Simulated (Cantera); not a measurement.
Charge: 1 mol Pb, 1.8 mol H₂, a varied amount of CO, at 1475 K and 0.990 bar.

Cantera equilibrium calculation (NASA polynomials, part measured and part estimated; ideal gas, pure solids and liquids). Candidate condensed phases: C, C₆H₆, C₇H₈, C₈H₁₈, H₂O, Pb, PbO, PbO₂, Pb₃O₄; 113 gas species. Equilibrium is a limit: real reactors are often held back by kinetics, nucleation or transport.

**Question.** What share of the Pb ends up in condensed phases as a function of n(CO) (mol), at 0.16, 0.27, 0.45, 0.76, 1.3, 2.1, 3.5, 5.9?

**Answer.** 
```json
[
 {"n(CO) (mol)": "0.16", "Pb condensed (%)": "96.1", "as": "Pb(l)"},
 {"n(CO) (mol)": "0.27", "Pb condensed (%)": "95.9", "as": "Pb(l)"},
 {"n(CO) (mol)": "0.45", "Pb condensed (%)": "95.6", "as": "Pb(l)"},
 {"n(CO) (mol)": "0.76", "Pb condensed (%)": "94.9", "as": "Pb(l)"},
 {"n(CO) (mol)": "1.3", "Pb condensed (%)": "93.9", "as": "Pb(l)"},
 {"n(CO) (mol)": "2.1", "Pb condensed (%)": "92.3", "as": "Pb(l)"},
 {"n(CO) (mol)": "3.5", "Pb condensed (%)": "89.5", "as": "Pb(l)"},
 {"n(CO) (mol)": "5.9", "Pb condensed (%)": "84.8", "as": "Pb(l)"}
]
```
